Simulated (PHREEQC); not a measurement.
Make-up at 20 °C: 2.4 mmol/kgw Li2CO3 and 1.2 mmol/kgw NH4F. Closed to the air; pH follows from the charge balance.

The numbers come from PHREEQC with the ion-association model, phreeqc.dat.

No solid was allowed to form.

Estimate the pH.

pH 10.28.

In which forms is N present?

NH3 87 %, NH4+ 13 % of the N.
